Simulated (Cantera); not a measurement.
Input (Python, Cantera):

```python
import numpy as np
import cantera as ct

gas = ct.Solution("gri30.yaml")
gas.TPX = 1348, 1200000, {'CH4': 1, 'CO2': 4.7}
reactor = ct.IdealGasConstPressureReactor(gas, energy="off", clone=False)
net = ct.ReactorNet([reactor])
net.rtol, net.atol = 1e-08, 1e-18
show = ['CH4', 'CO2', 'CH2O', 'CO', 'H2O', 'CH3']
times = np.geomspace(0.0007, 100, 12)

steps = ct.SolutionArray(gas, extra=["t"])
rows = []
print(f"{'t/s':>10s}{'T/K':>9s}{'P/Pa':>11s}" + "".join(f"{s:>11s}" for s in show))
for t in times:
    while net.time < t:
        t_next = net.step()
        steps.append(gas.state, t=t_next)
    rows.append([np.interp(t, steps.t, y) for y in (steps.T, steps.P, *steps(*show).X.T)])
    print(f"{t:10.3e}{rows[-1][0]:9.1f}{rows[-1][1]:11.4g}" + "".join(f"{x:11.3e}" for x in rows[-1][2:]))
rate = np.gradient(steps.T, steps.t)
print("integrator steps:", len(steps.t))
if steps.T.max() > steps.T[0] + 200:
    print(f"time of steepest temperature rise: {steps.t[rate.argmax()]:.4e} s")
gas.TPX = 1348, 1200000, {'CH4': 1, 'CO2': 4.7}
gas.equilibrate("TP")
print(f"equilibrium (TP): T = {gas.T:.1f} K  " + "  ".join(f"{s} {gas[s].X[0]:.3e}" for s in show))
```

Output:

```
       t/s      T/K       P/Pa        CH4        CO2       CH2O         CO        H2O        CH3
 7.000e-04   1348.0    1.2e+06  1.754e-01  8.246e-01  9.168e-09  3.033e-07  2.937e-07  3.853e-06
 2.059e-03   1348.0    1.2e+06  1.754e-01  8.246e-01  3.194e-08  9.395e-07  9.013e-07  4.053e-06
 6.058e-03   1348.0    1.2e+06  1.753e-01  8.246e-01  9.361e-08  3.094e-06  2.937e-06  4.567e-06
 1.782e-02   1348.0    1.2e+06  1.750e-01  8.245e-01  2.172e-07  1.244e-05  1.165e-05  5.645e-06
 5.243e-02   1348.0    1.2e+06  1.741e-01  8.242e-01  3.243e-07  7.399e-05  6.977e-05  6.965e-06
 1.543e-01   1348.0    1.2e+06  1.712e-01  8.223e-01  3.420e-07  5.887e-04  5.711e-04  7.135e-06
 4.538e-01   1348.0    1.2e+06  1.630e-01  8.133e-01  3.383e-07  4.406e-03  4.347e-03  6.475e-06
 1.335e+00   1348.0    1.2e+06  1.427e-01  7.807e-01  4.992e-07  2.397e-02  2.370e-02  5.781e-06
 3.928e+00   1348.0    1.2e+06  9.851e-02  6.959e-01  1.558e-06  8.052e-02  7.777e-02  4.891e-06
 1.155e+01   1348.0    1.2e+06  4.738e-02  5.825e-01  2.355e-06  1.663e-01  1.354e-01  3.760e-06
 3.399e+01   1348.0    1.2e+06  4.818e-02  5.168e-01  8.534e-07  2.408e-01  1.364e-01  3.498e-06
 1.000e+02   1348.0    1.2e+06  4.432e-02  4.536e-01  3.577e-07  3.067e-01  1.391e-01  2.650e-06
integrator steps: 1762
equilibrium (TP): T = 1348.0 K  CH4 1.388e-05  CO2 3.238e-01  CH2O 2.370e-07  CO 4.164e-01  H2O 1.567e-01  CH3 5.768e-10
```

Cantera simulation using GRI-Mech 3.0 (53 species, 325 reactions); the numbers are that mechanism's predictions, not measurements. The pressure lies above the range GRI-Mech 3.0 was tuned for (to about 10 atm).
